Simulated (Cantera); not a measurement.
Input: 1 mol BF3, 4.5 mol O2, 0.2 mol NH3, at 1148.15 K and 0.128 Torr.

Method: chemical equilibrium by Gibbs-energy minimisation in Cantera with the NASA 1993 tables (ideal gas, pure condensed phases). Candidate condensed phases: B, BN, B2O3, B3O3H3, H2O; 62 gas species. Kinetics and transport are ignored.

Base state: O2 0.721, BF3 0.118, HF 0.0958, BOF 0.0460, N2 0.0166, H2O 0.00173, B3O3F3 0.000511, HBO2 0.000227 (mole fractions); condensed: gas only.

Q: What changes in the equilibrium state with this change: O2 from 4.5 to 1.5 mol?

A: 
| species | before | after |
|---|---|---|
| O2 | 0.721 | 0.448 |
| BF3 | 0.118 | 0.239 |
| HF | 0.0958 | 0.187 |
| N2 | 0.0166 | 0.0332 |
| BOF | 0.0460 | 0.0832 |
| B3O3F3 | 0.000511 | 0.00302 |
| H2O | 0.00173 | 0.00587 |
| HBO2 | 0.000227 | 0.000716 |
| BOF2 | 1.71e-5 | 2.90e-5 |
| NO | 3.47e-5 | 3.88e-5 |

Q: What changes in the equilibrium state with this change: temperature from 1148.15 K to 1723 K?

A: 
```csv
species,before,after
O2,0.721,0.712
BF3,0.118,0.113
HF,0.0958,0.0987
BOF,0.0460,0.0514
N2,0.0166,0.0160
B3O3F3,0.000511,<1e-9
F,2.08e-8,0.00411
O,5.19e-7,0.00368
H2O,0.00173,6.05e-7
```
